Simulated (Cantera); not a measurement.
A freely propagating, adiabatic, planar premixed flame of H2 : O2 : N2 = 1 : 0.98 : 3.63 (molar parts), equivalence ratio 0.51, unburnt at 650 K and 0.960 bar; mixture-averaged transport, grid criteria slope 0.08 and curve 0.16, no radiation.

Model: the H2/O2 subset of GRI-Mech 3.0, which has no nitrogen chemistry, integrated in Cantera. Burning velocities carry a grid error of a few per cent, more on coarse grids. Lean hydrogen flames are cellular in practice and burn faster than this planar one.

Q: How do the results move with these cheaper or finer settings: unity-Lewis-number transport; multicomponent transport; multicomponent+Soret transport; grid criteria slope 0.5, curve 1; grid criteria slope 0.25, curve 0.5; grid criteria slope 0.03, curve 0.06?

A: 
| setting | laminar burning velocity | thermal thickness | peak x(O) | peak x(H) | grid points |
|---|---|---|---|---|---|
| as above | 437 cm/s | 0.463 mm | 0.0112 | 0.0171 | 112 |
| unity-Lewis-number transport | 357 cm/s | 0.322 mm | 0.0132 | 0.0242 | 107 |
| multicomponent transport | 433 cm/s | 0.459 mm | 0.0111 | 0.0171 | 112 |
| multicomponent+Soret transport | 405 cm/s | 0.457 mm | 0.0109 | 0.0162 | 113 |
| grid criteria slope 0.5, curve 1 | 609 cm/s | 0.603 mm | 0.0115 | 0.0202 | 39 |
| grid criteria slope 0.25, curve 0.5 | 511 cm/s | 0.517 mm | 0.0116 | 0.0185 | 51 |
| grid criteria slope 0.03, curve 0.06 | 422 cm/s | 0.451 mm | 0.0111 | 0.0168 | 256 |
Unity Lewis numbers drop preferential diffusion, which matters most where H2 and H carry the flame; Soret adds thermal diffusion.
